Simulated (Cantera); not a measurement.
Input: 1 mol Si2H6, 1 mol Cl2, 150 mol N2, at 677 °C and 1 atm.

Cantera equilibrium calculation (NASA polynomials, part measured and part estimated; ideal gas, pure solids and liquids). Candidate condensed phases: NH4Cl, Si, Si3N4; 28 gas species. The feed counts by its element totals alone. N2 is the only nitrogen source here; it is nearly inert below about 1500 K, so the nitride shown seldom forms there in practice. Kinetics and transport are ignored.

What is the equilibrium state?


* **x(N2)**: 0.974
* **x(H2)**: 0.0132
* **x(HCl)**: 0.0129
* **x(SiCl4)**: 5.95e-5
* **x(NH3)**: 1.25e-6
* **n(Si3N4(s))**: 0.664 mol
* **gas amount**: 152.7 mol
* **log10 activity of Si(s) (absent)**: -7.87
